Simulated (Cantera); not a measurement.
A Cantera script and what it prints.

```python
import numpy as np
import cantera as ct

gas_names = """
    H HO2 H2 H2O H2O2 O OH O2 O3 Ta TaO TaO2
""".split()
cond_names = """
    H2O(s) H2O(L) Ta(cr) Ta(L) Ta2O5(s) Ta2O5(L)
""".split()


# ... load() reads the species with a 1 bar reference pressure and builds the phases ...
atoms = {
    'Ta2O5': {'Ta': 2, 'O': 5},
    'H2': {'H': 2},
}
top_T = {}  # K; cautious upper limits of use, not melting points


# ... equilibrate(T, P, feed) seeds the gas with the atoms and calls Mixture.equilibrate('TP', solver="vcs", rtol=1e-11, max_steps=5000) ...
results = []
feed = {'Ta2O5': 1, 'H2': 3.9}  # mol
P = 1700  # Pa
for T in [1275, 1325, 1375, 1425, 1475, 1525, 1575, 1625, 1675, 1725, 1775, 1825]:
    mix = equilibrate(T, P, feed)
    results.append((T, P, feed, dict(zip(mix.species_names, mix.species_moles))))
    x = sorted(zip(gas.X, gas.species_names), reverse=True)
    print(f"T = {T:g} K  P = {P:g} Pa  gas = {mix.phase_moles(0):.4g} mol")
    print("   x: " + "  ".join(f"{s} {v:.3e}" for v, s in x if v > 0.001))
    print("   condensed (mol): " + ("  ".join(f"{mix.phase(i).name} {mix.phase_moles(i):.4g}"
          for i in range(1, mix.n_phases) if mix.phase_moles(i) > 1e-12) or "none"))
```

Output:

```
T = 1275 K  P = 1700 Pa  gas = 3.9 mol
   x: H2 1.000e+00
   condensed (mol): Ta(cr) 1.704e-05  Ta2O5(s) 1
T = 1325 K  P = 1700 Pa  gas = 3.9 mol
   x: H2 1.000e+00
   condensed (mol): Ta(cr) 2.939e-05  Ta2O5(s) 1
T = 1375 K  P = 1700 Pa  gas = 3.9 mol
   x: H2 9.999e-01
   condensed (mol): Ta(cr) 4.861e-05  Ta2O5(s) 1
T = 1425 K  P = 1700 Pa  gas = 3.9 mol
   x: H2 9.999e-01
   condensed (mol): Ta(cr) 7.747e-05  Ta2O5(s) 1
T = 1475 K  P = 1700 Pa  gas = 3.9 mol
   x: H2 9.998e-01
   condensed (mol): Ta(cr) 0.0001194  Ta2O5(s) 0.9999
T = 1525 K  P = 1700 Pa  gas = 3.9 mol
   x: H2 9.997e-01
   condensed (mol): Ta(cr) 0.0001786  Ta2O5(s) 0.9999
T = 1575 K  P = 1700 Pa  gas = 3.901 mol
   x: H2 9.995e-01
   condensed (mol): Ta(cr) 0.00026  Ta2O5(s) 0.9999
T = 1625 K  P = 1700 Pa  gas = 3.901 mol
   x: H2 9.992e-01
   condensed (mol): Ta(cr) 0.0003694  Ta2O5(s) 0.9998
T = 1675 K  P = 1700 Pa  gas = 3.902 mol
   x: H2 9.988e-01
   condensed (mol): Ta(cr) 0.0005132  Ta2O5(s) 0.9997
T = 1725 K  P = 1700 Pa  gas = 3.903 mol
   x: H2 9.981e-01  H 1.423e-03
   condensed (mol): Ta(cr) 0.0006984  Ta2O5(s) 0.9997
T = 1775 K  P = 1700 Pa  gas = 3.904 mol
   x: H2 9.972e-01  H 2.217e-03
   condensed (mol): Ta(cr) 0.0009328  Ta2O5(s) 0.9995
T = 1825 K  P = 1700 Pa  gas = 3.907 mol
   x: H2 9.958e-01  H 3.371e-03
   condensed (mol): Ta(cr) 0.001224  Ta2O5(s) 0.9994
```

These are equilibrium values from Cantera (NASA tables, ideal gas, pure condensed phases), not measurements of a reactor. Mutual solubility and eutectic melting of coexisting phases are not modelled. Condensed phases not in the tables: N, O or C dissolved in the metal.
